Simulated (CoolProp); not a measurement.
Vapour-liquid equilibrium of R125 (1) + fluoroethane (R161) (2) at 544 kPa; x and y are mole fractions of (1).

Computed with CoolProp (multi-fluid Helmholtz-energy mixture model, Lemmon 2005 and Wu 2012; pair parameters Bell 2016).

```
x     bubble temperature, mixture model (°C)  bubble temperature, Raoult's law (°C)  y, mixture model  y, Raoult's law
----  --------------------------------------  -------------------------------------  ----------------  ---------------
0.05                                     6.2                                    6.0             0.066            0.074
0.2                               (withheld)                                    3.7             0.268            0.276
0.35                              (withheld)                                    1.5        (withheld)            0.452
0.5                                     -1.1                                   -0.5        (withheld)            0.606
0.65                              (withheld)                                   -2.4             0.737            0.741
0.8                                     -4.9                                   -4.2             0.849            0.861
0.95                                    -6.1                                   -5.9             0.960            0.967
```

Question: Some entries are withheld; supply them.

Answer: 
- 0.2, bubble temperature, mixture model (°C): 4.0
- 0.35, bubble temperature, mixture model (°C): 1.4
- 0.35, y, mixture model: 0.453
- 0.5, y, mixture model: 0.609
- 0.65, bubble temperature, mixture model (°C): -3.2

The largest gap from Raoult's law is -0.8 K in bubble temperature, at x = 0.65. No azeotrope shows between x = 0.05 and 0.95.

The pair parameters rest on a limited set of measurements; away from them the model extrapolates. The gap from Raoult's law changes sign with composition, which may be real or a fault of the pair parameters; it wasn't checked against measurements.
